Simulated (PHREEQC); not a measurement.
Synthetic water in mg/L, 25 °C, pH 1.98, pe 9.7: Na 95.8; K 13.8; Ca 476; Mg 57.7; Cl 398; S(6) as SO4 2070; Cu(2) 0.859.

Valence states are taken as typed.

All values are PHREEQC results (ion-association model, phreeqc.dat), not measurements.

Each row changes one thing in this solution. No solid was allowed to form.

| case | ionic strength (mol/kgw) | SO4-2 (mol/kgw) | Ca+2 (mol/kgw) | HSO4- (mol/kgw) | CaSO4 (mol/kgw) | Mg+2 (mol/kgw) | SI of Gypsum (CaSO4:2H2O) | SI of Halite (NaCl) |
|---|---|---|---|---|---|---|---|---|
| as made | 0.0594 | 0.0111 | 0.00840 | 0.00610 | 0.00324 | 0.00156 | -0.15 | -6.09 |
| temperature from 25 to 75 °C at the same typed pH | 0.0529 | 0.00605 | 0.00899 | 0.0115 | 0.00239 | 0.00133 | -0.29 | -6.13 |
| Mg from 57.7 to 28.9 mg/L | 0.0581 | 0.0113 | 0.00833 | 0.00624 | 0.00330 | 0.000776 | -0.15 | -6.09 |

At this temperature some constants are extrapolated from 25 °C, and those without enthalpy data are left unchanged.
